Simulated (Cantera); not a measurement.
A freely propagating, adiabatic, planar premixed flame of 11.2 % CH₄, 0.503 % C₂H₆, 18.6 % O₂, 69.8 % N₂, equivalence ratio 1.3, unburnt at 675 K and 10.0 bar; multicomponent transport, grid criteria slope 0.08 and curve 0.16, no radiation.

Detailed kinetics in Cantera: GRI-Mech 3.0 (53 species, 325 reactions). Burning velocities carry a grid error of a few per cent, more on coarse grids.

**Question.** Predict: laminar burning velocity; thermal thickness; peak x(CH₂); peak x(H).

**Answer.** 
| Item | Result |
|---|---|
| laminar burning velocity | 53.2 cm/s |
| thermal thickness | 0.0758 mm |
| peak x(CH₂) | 5.29e-5 |
| peak x(H) | 0.00248 |
